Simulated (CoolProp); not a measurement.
C3F8 (R218) at 293.15 K and 0.11 MPa is compressed adiabatically to 0.639 MPa with isentropic efficiency 0.75. Each further row changes one setting.

The numbers come from the reference Helmholtz-energy equation of state, Lemmon 2006 in CoolProp. It is a short technical equation, of lower accuracy than the large ones.

```json
[
 {"case": "as stated", "work (kJ/kg)": "30.3", "final temperature (K)": "335.3", "final density (kg/m³)": "?"},
 {"case": "efficiency 1", "work (kJ/kg)": "22.7", "final temperature (K)": "326.7", "final density (kg/m³)": "49.5"},
 {"case": "efficiency 0.65", "work (kJ/kg)": "34.9", "final temperature (K)": "?", "final density (kg/m³)": "?"}
]
```

Task: Complete the blanks.

Result: 
- as stated, final density (kg/m³): 47.6
- efficiency 0.65, final temperature (K): 340.5
- efficiency 0.65, final density (kg/m³): 46.6
